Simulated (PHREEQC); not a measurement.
Dissolve 88 mmol/kgw HF and 0.83 mmol/kgw NH4F at 38 °C. It is in equilibrium with CO2 at log p = -3.4 (atm). Otherwise closed; pH follows from the charge balance.

Equilibrium calculation in PHREEQC: ion-association model, phreeqc.dat.

Precipitation was switched off in this run.

Problem. Order these F species by the share of F that they hold, largest first: F-, HF2-, HF.

Solution. HF (88 %), F- (7.2 %), HF2- (4.7 %)

The pH is 2.15 and the ionic strength 0.00853 mol/kgw. Species that the database lacks are ignored. At this temperature some constants are extrapolated from 25 °C, and those without enthalpy data are left unchanged.
